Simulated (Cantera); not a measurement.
An isothermal, constant-pressure homogeneous reactor starts with N2O : N2 = 1 : 0.81 (molar parts), at 1575 K and 0.460 bar. Integrator tolerance rtol = 1e-08.

Cantera simulation using GRI-Mech 3.0 (53 species, 325 reactions); the numbers are that mechanism's predictions, not measurements. GRI-Mech 3.0 was tuned for natural gas; its chemistry of N2O as a main component is partial and can be far from experiment. The temperature is held fixed by assumption; the heat of reaction is taken as removed at once.

```csv
quantity,before,after
x(N2O) at 6.00 s,4.02e-6 (gas-phase equilibrium 7.15e-8),7.77e-6 (gas-phase equilibrium 7.53e-8)
x(NO) at 6.00 s,0.109 (gas-phase equilibrium 0.00176),0.152 (gas-phase equilibrium 0.00197)
x(O) at 6.00 s,6.42e-6 (gas-phase equilibrium 7.37e-6),7.63e-6 (gas-phase equilibrium 8.76e-6)
x(N2) at 6.00 s,0.729 (gas-phase equilibrium 0.783),0.619 (gas-phase equilibrium 0.694)
x(NO2) at 6.00 s,0.000278 (gas-phase equilibrium 5.20e-6),0.000462 (gas-phase equilibrium 6.90e-6)
```

### Question
Name the change that produced these shifts.
A. N2O 1 to 5.8 parts
B. pressure from 0.460 bar to 0.0690 bar
C. temperature 1575 to 1073 K
D. pressure from 0.460 bar to 0.130 bar

### Answer
A, N2O 1 to 5.8 parts
